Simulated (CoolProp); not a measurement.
The numbers come from the reference Helmholtz-energy equation of state, Thol 2015 in CoolProp.

Task: For octamethylcyclotetrasiloxane (D4), give the phase and the density (kg/m³), cp (kJ/(kg K)), isothermal compressibility (1/MPa) at 451.8 K and 1.01 bar.

Result: 
- 451.8 K and 1.01 bar: gas; density 8.62, cp 1.71, isothermal compressibility 10.8
